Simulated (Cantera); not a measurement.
# Gas activation for diamond growth

An isothermal, constant-pressure homogeneous reactor starts with 3.89 % CH4, 94.9 % H2, 1.23 % N2, at 2175 K and 9600 Pa.

Detailed kinetics in Cantera: GRI-Mech 3.0 (53 species, 325 reactions). GRI-Mech 3.0 stops at C3 and has no aromatics, soot or wall deposition, so with more carbon than oxygen in the feed, carbon stays in small species such as C2H2 where larger ones or solid carbon would form.

| t (s) | x CH4 | x H2 | x H | x C2H4 | x C2H6 | x CH2 | x C2H |
|---|---|---|---|---|---|---|---|
| 5.00e-6 | 0.0388 | 0.949 | 9.27e-5 | 2.72e-9 | 1.06e-9 | 5.70e-9 | <1e-12 |
| 2.28e-5 | 0.0385 | 0.948 | 0.000433 | 3.70e-7 | 6.84e-8 | 1.75e-7 | <1e-12 |
| 0.000104 | 0.0373 | 0.947 | 0.00197 | 2.78e-5 | 1.49e-6 | 3.70e-6 | 6.65e-10 |
| 0.000476 | 0.0298 | 0.944 | 0.00726 | 0.000242 | 6.92e-6 | 3.25e-5 | 4.68e-7 |
| 0.00217 | 0.0102 | 0.952 | 0.0108 | 5.50e-5 | 1.26e-6 | 2.81e-5 | 4.58e-6 |
| 0.00993 | 0.00147 | 0.955 | 0.0136 | 6.40e-6 | 3.38e-8 | 7.75e-6 | 8.10e-6 |
| 0.0453 | 0.000215 | 0.954 | 0.0153 | 4.68e-6 | 8.31e-10 | 1.49e-6 | 9.49e-6 |
| 0.207 | 7.44e-5 | 0.954 | 0.0155 | 4.63e-6 | 1.17e-10 | 5.35e-7 | 9.69e-6 |
| 0.945 | 7.07e-5 | 0.954 | 0.0155 | 4.63e-6 | 1.08e-10 | 5.09e-7 | 9.69e-6 |
| 4.32 | 7.07e-5 | 0.954 | 0.0155 | 4.63e-6 | 1.07e-10 | 5.08e-7 | 9.68e-6 |
| 19.7 | 7.06e-5 | 0.954 | 0.0155 | 4.61e-6 | 1.07e-10 | 5.08e-7 | 9.64e-6 |
| 90.0 | 7.00e-5 | 0.954 | 0.0155 | 4.54e-6 | 1.06e-10 | 5.04e-7 | 9.49e-6 |
x: mole fraction; the columns are a selection and need not sum to one.

Equilibrium at this temperature and pressure: CH4 6.32e-5, H2 0.954, H 0.0155, C2H4 3.64e-6, C2H6 8.57e-11, CH2 4.55e-7, C2H 7.62e-6 (gas phase only).
